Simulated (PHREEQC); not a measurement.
Buffer

Consider water at 25 °C with 24 mmol/kgw HF, 25 mmol/kgw NaOH and 2.4 mmol/kgw KCl. It is in equilibrium with CO2 at log p = -3.4 (atm). Otherwise closed; pH follows from the charge balance.

All values are PHREEQC results (ion-association model, phreeqc.dat), not measurements.

Each row changes one thing in this solution. Precipitation was switched off in this run.

```json
[
 {"case": "as made", "pH": "8.14", "ionic strength (mol/kgw)": "0.0272", "HCO3- (mol/kgw)": "0.000964", "CO2 (mol/kgw)": "1.35e-5", "HF (mol/kgw)": "2.18e-7", "HF2- (mol/kgw)": "1.99e-8", "SI of Sylvite (KCl)": "-6.28"},
 {"case": "NaOH replaced by NaBr at the same molality", "pH": "2.42", "ionic strength (mol/kgw)": "0.0317", "HCO3- (mol/kgw)": "1.85e-9", "CO2 (mol/kgw)": "1.34e-5", "HF (mol/kgw)": "0.0193", "HF2- (mol/kgw)": "0.000300", "SI of Sylvite (KCl)": "-6.29"},
 {"case": "NaOH replaced by NaHS at the same molality", "pH": "5.53", "ionic strength (mol/kgw)": "0.0272", "HCO3- (mol/kgw)": "2.37e-6", "CO2 (mol/kgw)": "1.35e-5", "HF (mol/kgw)": "8.84e-5", "HF2- (mol/kgw)": "8.02e-6", "SI of Sylvite (KCl)": "-6.28"},
 {"case": "NaOH left out", "pH": "2.42", "ionic strength (mol/kgw)": "?", "HCO3- (mol/kgw)": "1.73e-9", "CO2 (mol/kgw)": "1.35e-5", "HF (mol/kgw)": "0.0196", "HF2- (mol/kgw)": "0.000286", "SI of Sylvite (KCl)": "-6.21"},
 {"case": "diluted 10-fold with water", "pH": "?", "ionic strength (mol/kgw)": "0.00274", "HCO3- (mol/kgw)": "9.98e-5", "CO2 (mol/kgw)": "1.35e-5", "HF (mol/kgw)": "2.16e-7", "HF2- (mol/kgw)": "1.99e-9", "SI of Sylvite (KCl)": "-8.19"},
 {"case": "temperature from 25 to 35 °C", "pH": "8.20", "ionic strength (mol/kgw)": "0.0272", "HCO3- (mol/kgw)": "0.000950", "CO2 (mol/kgw)": "1.05e-5", "HF (mol/kgw)": "2.28e-7", "HF2- (mol/kgw)": "2.22e-8", "SI of Sylvite (KCl)": "-6.33"},
 {"case": "temperature from 25 to 65 °C", "pH": "8.37", "ionic strength (mol/kgw)": "0.0271", "HCO3- (mol/kgw)": "0.000843", "CO2 (mol/kgw)": "?", "HF (mol/kgw)": "2.74e-7", "HF2- (mol/kgw)": "?", "SI of Sylvite (KCl)": "-6.47"},
 {"case": "0.0034 mol/kgw H2SO4 added", "pH": "3.64", "ionic strength (mol/kgw)": "0.0304", "HCO3- (mol/kgw)": "3.09e-8", "CO2 (mol/kgw)": "1.34e-5", "HF (mol/kgw)": "0.00514", "HF2- (mol/kgw)": "0.000354", "SI of Sylvite (KCl)": "-6.29"},
 {"case": "diluted 2-fold with water", "pH": "7.86", "ionic strength (mol/kgw)": "0.0136", "HCO3- (mol/kgw)": "?", "CO2 (mol/kgw)": "1.35e-5", "HF (mol/kgw)": "2.17e-7", "HF2- (mol/kgw)": "9.94e-9", "SI of Sylvite (KCl)": "-6.85"}
]
```

Fill in the missing entries.


- NaOH left out, ionic strength (mol/kgw): 0.00647
- diluted 10-fold with water, pH: 7.20
- temperature from 25 to 65 °C, CO2 (mol/kgw): 6.04e-6
- temperature from 25 to 65 °C, HF2- (mol/kgw): 2.86e-8
- diluted 2-fold with water, HCO3- (mol/kgw): 0.000491

Complexes and solids missing from the database can't appear. At this temperature some constants are extrapolated from 25 °C, and those without enthalpy data are left unchanged.
